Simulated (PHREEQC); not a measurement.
Make-up at 10 °C: 0.03 mol/kgw NaBr, 0.003 mol/kgw Na2HPO4 and 0.0037 mol/kgw Na2B4O7. Closed to the air; pH follows from the charge balance.

Equilibrium calculation in PHREEQC: ion-association model, wateq4f.dat.

No solid was allowed to form.

Q: Predict the pH, ionic strength.

A: pH 9.27; ionic strength 0.0462 mol/kgw.

Q: In which forms is P present?

A: HPO4-2 95 %, NaHPO4- 3.9 %, H2PO4- 0.5 % of the P.

Species that the database lacks are ignored. H3PO4, which wateq4f.dat lacks, is added to it with the constant of phreeqc.dat. Away from 25 °C the constants follow the database's enthalpies or fits; those with neither stay at their 25 °C values.
